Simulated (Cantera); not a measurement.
Feed: 1 mol Si3N4, 0.031 mol Si, 0.059 mol H2, held at 2225 K and 0.000100 bar.

Equilibrium computed with Cantera from the NASA thermochemical tables; the gas is ideal and each condensed phase is pure. Candidate condensed phases: Si, Si3N4; 18 gas species. The tables' values for SiN are old estimates; treat these amounts as uncertain. Rates play no part.

Q: What is the equilibrium state?

A: 
| Quantity | Value |
|---|---|
| x(Si) | 0.587 |
| x(N2) | 0.389 |
| x(H) | 0.0208 |
| x(Si2) | 0.00124 |
| x(H2) | 0.00103 |
| x(SiN) | 0.000589 |
| x(Si2N) | 7.99e-5 |
| x(SiH) | 7.96e-5 |
| x(Si3) | 2.99e-5 |
| gas amount | 5.135 mol |
| log10 activity of Si(l) (absent) | -0.90 |
